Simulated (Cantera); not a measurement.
# Adiabatic ignition

An adiabatic, constant-volume homogeneous reactor starts with CH₄ : C₂H₆ : C₃H₈ : O₂ : N₂ = 1 : 0.039 : 0.26 : 1.91 : 7.18 (molar parts), equivalence ratio 1.8, at 1098 K and 101000 Pa.

Model: GRI-Mech 3.0 (53 species, 325 reactions), integrated in Cantera. GRI-Mech 3.0 was tuned for natural gas; its chemistry of propane as a main component is partial and can be far from experiment.

```json
[
 {"t (s)": "7.00e-6", "T (K)": "1098", "P (bar)": "1.01", "x CH₄": "0.0963", "x C₂H₆": "0.00375", "x C₃H₈": "0.0250", "x C₂H₄": "2.58e-8", "x CH₂O": "7.46e-11", "x CH₂": "<1e-12", "x H": "2.69e-10"},
 {"t (s)": "2.36e-5", "T (K)": "1098", "P (bar)": "1.01", "x CH₄": "0.0963", "x C₂H₆": "0.00375", "x C₃H₈": "0.0250", "x C₂H₄": "1.29e-7", "x CH₂O": "9.35e-10", "x CH₂": "<1e-12", "x H": "3.19e-10"},
 {"t (s)": "7.98e-5", "T (K)": "1098", "P (bar)": "1.01", "x CH₄": "0.0963", "x C₂H₆": "0.00375", "x C₃H₈": "0.0250", "x C₂H₄": "5.21e-7", "x CH₂O": "1.27e-8", "x CH₂": "<1e-12", "x H": "3.75e-10"},
 {"t (s)": "0.000270", "T (K)": "1098", "P (bar)": "1.01", "x CH₄": "0.0963", "x C₂H₆": "0.00375", "x C₃H₈": "0.0250", "x C₂H₄": "2.33e-6", "x CH₂O": "2.17e-7", "x CH₂": "<1e-12", "x H": "8.57e-10"},
 {"t (s)": "0.000911", "T (K)": "1098", "P (bar)": "1.01", "x CH₄": "0.0963", "x C₂H₆": "0.00375", "x C₃H₈": "0.0250", "x C₂H₄": "1.62e-5", "x CH₂O": "4.57e-6", "x CH₂": "<1e-12", "x H": "4.34e-9"},
 {"t (s)": "0.00308", "T (K)": "1098", "P (bar)": "1.01", "x CH₄": "0.0962", "x C₂H₆": "0.00376", "x C₃H₈": "0.0249", "x C₂H₄": "0.000111", "x CH₂O": "4.28e-5", "x CH₂": "1.15e-12", "x H": "7.19e-9"},
 {"t (s)": "0.0104", "T (K)": "1099", "P (bar)": "1.01", "x CH₄": "0.0962", "x C₂H₆": "0.00377", "x C₃H₈": "0.0246", "x C₂H₄": "0.000494", "x CH₂O": "0.000195", "x CH₂": "1.58e-12", "x H": "9.64e-9"},
 {"t (s)": "0.0351", "T (K)": "1106", "P (bar)": "1.02", "x CH₄": "0.0958", "x C₂H₆": "0.00386", "x C₃H₈": "0.0228", "x C₂H₄": "0.00251", "x CH₂O": "0.000962", "x CH₂": "6.20e-12", "x H": "3.08e-8"},
 {"t (s)": "0.118", "T (K)": "2645", "P (bar)": "2.88", "x CH₄": "2.34e-11", "x C₂H₆": "<1e-12", "x C₃H₈": "<1e-12", "x C₂H₄": "<1e-12", "x CH₂O": "1.75e-8", "x CH₂": "4.51e-12", "x H": "0.00933"},
 {"t (s)": "0.400", "T (K)": "2645", "P (bar)": "2.88", "x CH₄": "2.34e-11", "x C₂H₆": "<1e-12", "x C₃H₈": "<1e-12", "x C₂H₄": "<1e-12", "x CH₂O": "1.75e-8", "x CH₂": "4.51e-12", "x H": "0.00933"}
]
```
x: mole fraction; the columns are a selection and need not sum to one.

```yaml
time_of_steepest_temperature_rise: 58.6 ms
temperature at 0.400 s: 2645 K
equilibrium_temperature: 2645 K
x(CH₄) at 0.400 s: 2.34e-11 (gas-phase equilibrium 2.64e-11)
x(C₂H₆) at 0.400 s: <1e-12 (gas-phase equilibrium <1e-12)
x(C₃H₈) at 0.400 s: <1e-12 (gas-phase equilibrium <1e-12)
```
